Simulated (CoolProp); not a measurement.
c-C4F8 (RC318) at 495 K and 3.29 MPa is throttled through a valve to 1.19 MPa with no heat exchange. Each further row changes one setting.

The numbers come from the reference Helmholtz-energy equation of state, Platzer 1990 in CoolProp. This equation is an older, rougher fit; its heat capacities, sound speeds and derivatives of the liquid may be far off and weren't checked against measurements.

```csv
case,temperature change (K),final density (kg/m³)
as stated,-9.3,62.9
outlet pressure 0.357 MPa,-12.9,18.2
outlet pressure 1.55 MPa,-7.7,83.3
```
